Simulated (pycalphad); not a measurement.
Source of the numbers: pycalphad with the COST 507 light-alloy database (1999); pressure 1 atm. The database dates from 1999; later assessments differ in places, in temperatures and in the compounds included. Phase fractions are per mole of atoms. Diffusion is slow at the low end, where real alloys seldom reach equilibrium.

Question: Give the equilibrium state of Ti-0.86Hf-1.38B (at.%) at 1150 K.

Answer: bcc, fraction 0.975, with 0.88 Hf, 0.12 B at.%; BM, fraction 0.025, with 0.05 Hf, 50.0 B at.%.

Question: Give the equilibrium state of Ti-0.86Hf-1.38B (at.%) at 550 K.

Answer: hcp, fraction 0.973, with 0.88 Hf, 0.01 B at.%; BM, fraction 0.027, with 0.02 Hf, 50.0 B at.%.

Database names, with the compositions (at.%) that they take in these runs: BM: Ti 50 B 50.
